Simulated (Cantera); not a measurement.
An adiabatic, constant-pressure homogeneous reactor starts with 7.82 % CO, 2.74 % H2, 0.446 % CH4, 18.7 % O2, 70.3 % N2, at 1350 K and 7500 Torr.

Model: GRI-Mech 3.0 (53 species, 325 reactions), integrated in Cantera.

x: mole fraction; the columns are a selection and need not sum to one.

```tsv
t (s)	T (K)	x CO	x H2	x CH4	x CH2O	x OH	x NO2	x NO
3.00e-6	1350	0.0782	0.0274	0.00446	3.69e-8	7.39e-7	<1e-12	<1e-12
9.23e-6	1409	0.0774	0.0216	0.00316	0.000228	0.000572	2.77e-10	1.62e-8
2.84e-5	2097	0.0133	0.000434	<1e-12	2.00e-11	0.00443	1.28e-7	1.74e-5
8.73e-5	2221	0.00107	6.20e-5	<1e-12	<1e-12	0.00197	1.69e-7	4.57e-5
0.000269	2227	0.000551	4.43e-5	<1e-12	<1e-12	0.00170	2.26e-7	7.38e-5
0.000826	2227	0.000550	4.42e-5	<1e-12	<1e-12	0.00170	4.76e-7	0.000155
0.00254	2227	0.000548	4.41e-5	<1e-12	<1e-12	0.00170	1.24e-6	0.000403
0.00782	2225	0.000543	4.37e-5	<1e-12	<1e-12	0.00169	___	___
0.0240	2221	0.000530	4.28e-5	<1e-12	<1e-12	0.00166	___	___
0.0740	2212	0.000505	4.10e-5	<1e-12	<1e-12	0.00160	2.13e-5	0.00689
0.228	2207	0.000488	3.98e-5	<1e-12	<1e-12	0.00156	2.94e-5	0.00948
0.700	2206	0.000487	3.97e-5	<1e-12	<1e-12	0.00155	2.99e-5	0.00967
```

### Question
What belongs in the gaps?

### Answer

- 0.00782, x NO2: 3.49e-6
- 0.00782, x NO: 0.00114
- 0.0240, x NO2: 9.59e-6
- 0.0240, x NO: 0.00312
